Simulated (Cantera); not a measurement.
Charge: 1 mol Si2H6, 1.4 mol H2O, 8.4 mol H2, equilibrated at 873 K and 0.000650 bar.

Cantera equilibrium calculation (NASA polynomials, part measured and part estimated; ideal gas, pure solids and liquids). Candidate condensed phases: H2O, Si, SiO2; 18 gas species. The feed counts by its element totals alone. The numbers say what is thermodynamically allowed, not how fast it happens.

Base state: H2 1.00 (mole fractions); condensed: Si(s) + SiO2(β-quartz).

**Question.** What changes in the equilibrium state with this change: Si2H6 replaced by HMDSO?

**Answer.** 
```
species              before     after
-------------------  ------  --------
H2                     1.00     1.000
CH4                       0  0.000292
Si(s), mol             1.30         0
SiO2(β-quartz), mol   0.700      1.20
C(graphite), mol          0      5.19
SiC(s), mol               0     0.800
```
Further candidate phases: C, C6H6, C7H8, C8H18, SiC.
